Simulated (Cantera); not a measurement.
Charge: 1 mol SiH2Cl2, 0.46 mol HCl, 2.9 mol H2, equilibrated at 1725 K and 120 Torr.

Equilibrium computed with Cantera from the NASA thermochemical tables; the gas is ideal and each condensed phase is pure. Candidate condensed phases: Si; 19 gas species. The tables' values for SiCl3, SiCl are old estimates; treat these amounts as uncertain. Gases not in the tables: Si2H6 and higher silanes. The numbers say what is thermodynamically allowed, not how fast it happens.

Base state: H2 0.692, HCl 0.164, SiCl2 0.134, SiCl3 0.00756, SiCl4 0.000795, SiHCl3 0.000694, H 0.000386, SiH2Cl2 0.000107 (mole fractions); condensed: Si(l).

**Question.** What changes in the equilibrium state with this change: SiH2Cl2 replaced by (CH3)2SiCl2?

**Answer.** 
| species | before | after |
|---|---|---|
| H2 | 0.692 | 0.676 |
| HCl | 0.164 | 0.314 |
| SiCl2 | 0.134 | 0.00845 |
| CH4 | 0 | 7.30e-5 |
| C2H2 (acetylene) | 0 | 6.23e-5 |
| SiH2 | 1.19e-5 | 1.96e-7 |
| SiCl | 6.90e-5 | 2.24e-6 |
| Si(l), mol | 0.234 | 0 |
| C(graphite), mol | 0 | 1.07 |
| SiC(s), mol | 0 | 0.929 |
The feed counts by its element totals alone. The tables' values for SiCl3 are old estimates; treat these amounts as uncertain. Further candidate phases: C, C6H6, C7H8, C8H18, SiC.
